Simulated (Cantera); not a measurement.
Mixture: 22.7 % CH3OH, 16.2 % O2, 61.1 % N2, at 11.0 bar, adiabatic and at constant pressure. Ignition delay is the time to a rise of 400 K.

Model: GRI-Mech 3.0 (53 species, 325 reactions), integrated in Cantera. GRI-Mech 3.0 was tuned for natural gas; its chemistry of methanol as a main component is partial and can be far from experiment.

Q: Predict: delay at 1125 K; delay at 1225 K; delay at 1325 K; delay at 1425 K; apparent activation energy between 1375 and 1475 K.

A: 
```
Quantity                                                Result
--------------------------------------------------  ----------
delay at 1125 K                                        4.57 ms
delay at 1225 K                                       0.778 ms
delay at 1325 K                                       0.176 ms
delay at 1425 K                                        50.5 µs
apparent activation energy between 1375 and 1475 K  190 kJ/mol
```
